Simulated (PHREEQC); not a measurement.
A made-up water analysis in mg/L, 20 °C, pH 3.12, pe 11: Na 1240; K 1010; Ca 5.13; Mg 198; Cl 365; S(6) as SO4 4370; N(5) as NO3 44.5; Al 17.5; Si as SiO2 2.66.

Valence states are taken as typed.

Equilibrium calculation in PHREEQC: ion-association model, phreeqc.dat.

This is a speciation only: nothing precipitates in the calculation.

### Question
Order these Ca species by the share of Ca that they hold, largest first: CaHSO4+, Ca+2, CaSO4.

### Answer
Ca+2 (57 %), CaSO4 (43 %), CaHSO4+ (0.27 %)

The pH is 3.12 and the ionic strength 0.126 mol/kgw.
